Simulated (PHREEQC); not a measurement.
# Alkaline etch or developer

Dissolve 0.0073 mol/kgw NH3, 0.0091 mol/kgw Na2SiO3 and 0.28 mol/kgw (CH3)4NCl at 25 °C. Closed to the air; pH follows from the charge balance.

The numbers come from PHREEQC with the ion-association model, wateq4f.dat.

Each row changes one thing in this solution. This is a speciation only: nothing precipitates in the calculation.

```
case                                               pH  ionic strength (mol/kgw)
----------------------------------------------  -----  ------------------------
as made                                         11.76                     0.299
diluted 100-fold with water                     10.09                   0.00299
Na2SiO3 replaced by NaHF2 at the same molality   4.00                     0.296
(CH3)4NCl left out                              11.87                    0.0188
temperature from 25 to 65 °C                    10.69                     0.299
NH3 left out                                    11.76                     0.299
temperature from 25 to 75 °C                    10.48                     0.299
Na2SiO3 left out                                10.52                     0.281
NH3 from 0.0073 to 0.00073 mol/kgw              11.76                     0.299
```

(CH3)4N+ isn't in the database: it is added as a free cation with an ion size of 4 Å. Away from 25 °C the constants follow the database's enthalpies or fits; those with neither stay at their 25 °C values.
